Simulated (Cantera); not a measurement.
A perfectly stirred reactor is fed with CH4 : N2 = 1 : 46 (molar parts), at 74.3 Torr; it is held at 1400 K, and followed from long to short residence time.

Detailed kinetics in Cantera: GRI-Mech 3.0 (53 species, 325 reactions). GRI-Mech 3.0 stops at C3 and has no aromatics, soot or wall deposition, so with more carbon than oxygen in the feed, carbon stays in small species such as C2H2 where larger ones or solid carbon would form.

What does this change do: pressure from 74.3 Torr to 1.00 bar?


```
quantity                  before     after
----------------------  --------  --------
x(CH4) at τ = 0.680 s     0.0209    0.0198
x(C2H4) at τ = 0.680 s  0.000102  0.000173
x(CH2) at τ = 0.680 s    1.36e-9  3.73e-10
x(C2H) at τ = 0.680 s   7.26e-12  2.05e-11
x(CH3) at τ = 0.680 s    2.89e-5   1.45e-5
x(CH4) at τ = 22.0 ms     0.0213    0.0212
x(C2H4) at τ = 22.0 ms   5.56e-8   4.00e-6
x(CH2) at τ = 22.0 ms   1.66e-11  1.01e-10
x(C2H) at τ = 22.0 ms     <1e-12    <1e-12
x(CH3) at τ = 22.0 ms    3.09e-6   7.74e-6
```
